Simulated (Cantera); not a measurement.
Charge: 1 mol V₂O₅, 1.6 mol H₂, equilibrated at 24.0 Pa.

These are equilibrium values from Cantera (NASA tables, ideal gas, pure condensed phases), not measurements of a reactor. Candidate condensed phases: H₂O, V, VO, V₂O₃, V₂O₄, V₂O₅; 12 gas species. Mutual solubility and eutectic melting of coexisting phases are not modelled. Condensed phases not in the tables: the oxides between V₂O₃ and V₂O₅ other than VO₂. Rates play no part.

At 1548 K, list the 6 most abundant gas species with their mole fractions, and the condensed phases.

H₂O 0.991, H₂ 0.00520, O₂ 0.00188, VO₂ 0.00120, OH 0.000912, H 0.000143. Condensed: V₂O₃(s) + V₂O₄(s).
